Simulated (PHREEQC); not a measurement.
## Leach liquor (model solution)

A solution holds 0.02 mol/kgw HCl, 0.14 mol/kgw FeSO4 and 0.0045 mol/kgw Fe2(SO4)3, at 25 °C. Closed to the air; pH follows from the charge balance.

Computed with PHREEQC (ion-association model, phreeqc.dat).

| Item | Result |
|---|---|
| pH | 2.31 |
| ionic strength | 0.315 mol/kgw |
| density | 1.019 g/cm³ |
| total alkalinity | -38.0 meq/kg |

```
species    molality  activity   log γ
---------  --------  --------  ------
Fe+2         0.0760    0.0217  -0.543
SO4-2        0.0684    0.0169  -0.608
FeSO4        0.0606    0.0652   0.031
Cl-          0.0194    0.0132  -0.166
HSO4-        0.0109   0.00796  -0.135
H+          0.00623   0.00486  -0.108
FeSO4+      0.00619   0.00440  -0.149
FeHSO4+     0.00284   0.00208  -0.135
Fe(SO4)2-   0.00221   0.00162  -0.135
FeCl+      0.000543  0.000398  -0.135
Fe+3       0.000221   2.38e-5  -0.969
FeHSO4+2   0.000199   5.72e-5  -0.541
```

Precipitation was switched off in this run. Saturation is exceeded, for instance for Hematite (slow to form), Goethite (slow to form); the values hold only as long as no solid forms.
